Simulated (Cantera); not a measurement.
Charge: 1 mol LiOH, 0.029 mol O2, at 101000 Pa.

These are equilibrium values from Cantera (NASA tables, ideal gas, pure condensed phases), not measurements of a reactor. Candidate condensed phases: H2O, Li, LiH, LiOH, Li2O; 17 gas species. Mutual solubility and eutectic melting of coexisting phases are not modelled. Equilibrium is a limit: real reactors are often held back by kinetics, nucleation or transport. All values below are at 1175 K.

Base state: H2O 0.501, O2 0.499, LiOH 0.000406, Li2(OH)2 5.07e-5 (mole fractions); condensed: LiOH(l) + Li2O(s).

Q: What changes in the equilibrium state with this change: pressure from 101000 Pa to 5500 Pa?

A: 
```json
[
 {"species": "H2O", "before": "0.501", "after": "0.943"},
 {"species": "O2", "before": "0.499", "after": "0.0548"},
 {"species": "LiOH", "before": "0.000406", "after": "0.00239"},
 {"species": "Li2(OH)2", "before": "5.07e-5", "after": "9.54e-5"},
 {"species": "LiOH(l), mol", "before": "0.942", "after": "0"},
 {"species": "Li2O(s), mol", "before": "0.0291", "after": "0.499"}
]
```

Q: What changes in the equilibrium state with this change: pressure from 101000 Pa to 250000 Pa?

A: 
```csv
species,before,after
O2,0.499,0.797
H2O,0.501,0.203
LiOH,0.000406,0.000165
Li2(OH)2,5.07e-5,2.05e-5
"LiOH(l), mol",0.942,0.985
"Li2O(s), mol",0.0291,0.00739
```
